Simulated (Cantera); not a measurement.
A perfectly stirred reactor is fed with 7.50 % CH4, 0.825 % CO, 19.3 % O2, 72.4 % N2, at 0.987 atm; it is adiabatic with a 600 K inlet, and is followed from long to short residence time, starting on the burning branch (τ in s: 0.032, 0.017, 0.0092, 0.005, 0.0027, 0.0014, 0.00077, 0.00042, 0.00022, 0.00012, 6.5e-05, 3.5e-05).

Cantera simulation using GRI-Mech 3.0 (53 species, 325 reactions); the numbers are that mechanism's predictions, not measurements.

x: mole fraction; the columns are a selection and need not sum to one.

```tsv
τ (s)	T (K)	x CH4	x CO	x O2	x HCN	x C2H	x H2O	x C2H4
0.032	2191	6.81e-6	0.00386	0.0393	1.23e-7	3.31e-12	0.146	4.40e-10
0.017	2179	1.12e-5	0.00475	0.0398	1.33e-7	7.69e-12	0.145	(withheld)
0.0092	2161	1.76e-5	0.00604	0.0405	1.42e-7	1.54e-11	0.144	(withheld)
0.0050	2137	2.72e-5	0.00777	0.0413	1.53e-7	2.78e-11	0.143	(withheld)
0.0027	2104	4.20e-5	0.00996	0.0425	1.71e-7	4.78e-11	0.141	(withheld)
0.0014	2061	6.80e-5	0.0127	0.0440	1.99e-7	8.34e-11	0.138	(withheld)
0.00077	2016	0.000108	0.0156	0.0457	2.37e-7	1.41e-10	0.136	(withheld)
0.00042	1964	0.000179	0.0188	0.0477	2.93e-7	2.53e-10	0.133	(withheld)
0.00022	1902	0.000326	0.0230	0.0506	3.82e-7	5.15e-10	0.130	(withheld)
0.00012	1838	0.000626	0.0284	0.0546	5.20e-7	1.14e-9	0.128	(withheld)
6.5e-5	1757	0.00148	0.0371	0.0623	8.11e-7	3.33e-9	0.125	(withheld)
3.5e-5	600	0.0750	0.00825	0.193	<1e-12	<1e-12	<1e-12	<1e-12
```

Q: Some entries are withheld; supply them.

A: 
- 0.017, x C2H4: 1.04e-9
- 0.0092, x C2H4: 2.13e-9
- 0.0050, x C2H4: 4.01e-9
- 0.0027, x C2H4: 7.35e-9
- 0.0014, x C2H4: 1.42e-8
- 0.00077, x C2H4: 2.72e-8
- 0.00042, x C2H4: 5.75e-8
- 0.00022, x C2H4: 1.48e-7
- 0.00012, x C2H4: 4.44e-7
- 6.5e-5, x C2H4: 2.19e-6
